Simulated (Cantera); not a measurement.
Thermodynamics of abatement and gas-phase synthesis, feed CO2 + H2O + SO2

A closed system holds: 1 mol CO2, 0.12 mol H2O, 0.0099 mol SO2, at 1.33 mbar.

Cantera equilibrium calculation (NASA polynomials, part measured and part estimated; ideal gas, pure solids and liquids). Candidate condensed phases: C, C6H6, C7H8, C8H18, H2O, H2SO4, S; 123 gas species. Equilibrium is a limit: real reactors are often held back by kinetics, nucleation or transport.

```json
[
 {"T (°C)": "1200", "x CO2": "0.882", "x CO": "0.00228", "x O": "2.62e-6", "x O2": "0.00117", "x H2O": "0.106", "x H": "3.65e-6", "x OH": "9.07e-5"},
 {"T (°C)": "1350", "x CO2": "0.871", "x CO": "0.00932", "x O": "3.58e-5", "x O2": "0.00473", "x H2O": "0.105", "x H": "3.60e-5", "x OH": "0.000437"},
 {"T (°C)": "1500", "x CO2": "0.841", "x CO": "0.0294", "x O": "0.000312", "x O2": "0.0147", "x H2O": "0.103", "x H": "0.000242", "x OH": "0.00159"},
 {"T (°C)": "1650", "x CO2": "0.773", "x CO": "0.0748", "x O": "0.00190", "x O2": "0.0367", "x H2O": "0.0967", "x H": "0.00120", "x OH": "0.00460"},
 {"T (°C)": "1800", "x CO2": "0.649", "x CO": "0.156", "x O": "0.00857", "x O2": "0.0742", "x H2O": "0.0847", "x H": "0.00466", "x OH": "0.0107"},
 {"T (°C)": "1950", "x CO2": "0.474", "x CO": "0.264", "x O": "0.0296", "x O2": "0.120", "x H2O": "0.0646", "x H": "0.0144", "x OH": "0.0200"},
 {"T (°C)": "2100", "x CO2": "0.287", "x CO": "0.367", "x O": "0.0796", "x O2": "0.150", "x H2O": "0.0383", "x H": "0.0351", "x OH": "0.0284"},
 {"T (°C)": "2250", "x CO2": "0.142", "x CO": "0.427", "x O": "0.168", "x O2": "0.143", "x H2O": "0.0148", "x H": "0.0642", "x OH": "0.0284"},
 {"T (°C)": "2400", "x CO2": "0.0591", "x CO": "0.441", "x O": "0.280", "x O2": "0.101", "x H2O": "0.00339", "x H": "0.0865", "x OH": "0.0192"},
 {"T (°C)": "2550", "x CO2": "0.0220", "x CO": "0.435", "x O": "0.377", "x O2": "0.0538", "x H2O": "0.000552", "x H": "0.0957", "x OH": "0.00977"},
 {"T (°C)": "2700", "x CO2": "0.00797", "x CO": "0.427", "x O": "0.434", "x O2": "0.0236", "x H2O": "8.41e-5", "x H": "0.0985", "x OH": "0.00440"}
]
```
x: gas mole fraction; nothing condenses.

From 1200 °C to 2700 °C nothing is condensed. The main C-bearing gas is CO2 at 1200 °C and CO at 2700 °C.
